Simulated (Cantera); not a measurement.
An adiabatic, constant-volume homogeneous reactor starts with H2 : O2 : N2 = 1 : 0.847 : 3.19 (molar parts), at 1448 K and 4.90 bar. Integrator tolerance rtol = 1e-08.

Model: GRI-Mech 3.0 (53 species, 325 reactions), integrated in Cantera. The hydrogen kinetics of GRI-Mech 3.0 are dated; newer H2 mechanisms differ, most at raised pressure.

```tsv
quantity	before	after
time of steepest temperature rise	3.45 µs	4.17 µs
temperature at 0.800 s	2852 K	2830 K
equilibrium temperature	2852 K	2830 K
x(H2) at 0.800 s	0.00717 (gas-phase equilibrium 0.00717)	0.00654 (gas-phase equilibrium 0.00654)
x(O2) at 0.800 s	0.0612 (gas-phase equilibrium 0.0612)	0.0617 (gas-phase equilibrium 0.0617)
x(NO) at 0.800 s	0.0199 (gas-phase equilibrium 0.0199)	0.0194 (gas-phase equilibrium 0.0194)
x(OH) at 0.800 s	0.0227 (gas-phase equilibrium 0.0227)	0.0215 (gas-phase equilibrium 0.0215)
x(HO2) at 0.800 s	3.06e-5 (gas-phase equilibrium 3.06e-5)	2.98e-5 (gas-phase equilibrium 2.98e-5)
```

Question: Which change was made?
(A) pressure from 4.90 bar to 1.00 bar
(B) constant pressure in place of constant volume
(C) initial temperature 1448 to 1400 K
(D) initial temperature 1448 to 1698 K

Answer: C, initial temperature 1448 to 1400 K
